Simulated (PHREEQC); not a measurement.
Dissolve 0.018 mol/kgw HF, 0.0021 mol/kgw NH4F and 0.0067 mol/kgw (NH4)2SiF6 at 25 °C. Closed to the air; pH follows from the charge balance.

Computed with PHREEQC (ion-association model, wateq4f.dat).

Precipitation was switched off in this run.

Task: Estimate the pH.

Result: pH 2.62.

Task: In which forms is F present?

Result: SiF6-2 67 %, HF 23 %, F- 7.6 %, H2F2 1.7 %, HF2- 0.8 % of the F.

Complexes and solids missing from the database can't appear. SiF6-2 is the database's only silicon fluoride.
